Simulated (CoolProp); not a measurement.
Saturation properties of C3F8 (R218) (Tc = 71.9 °C, pc = 2.640 MPa, ω = 0.317).

Model: reference Helmholtz-energy equation of state, Lemmon 2006, in CoolProp. It is a short technical equation, of lower accuracy than the large ones.

```tsv
T (°C)	p (MPa)	vapour density (kg/m³)	enthalpy of vaporisation (kJ/kg)
-16.75	0.2311	22.47	97.32
-10.05	0.2949	28.47	94.44
-3.45	0.3700	35.57	91.45
3.25	0.4600	44.19	88.22
9.85	0.5638	54.34	84.83
16.55	0.6862	66.65	81.13
23.15	0.8250	81.16	77.18
29.85	0.9865	98.91	72.79
36.45	1.168	120.2	68.00
43.15	1.376	147.1	62.51
49.75	1.609	180.9	56.25
56.45	1.875	227.1	48.56
```

It boils at -36.8 °C under 1 atm.
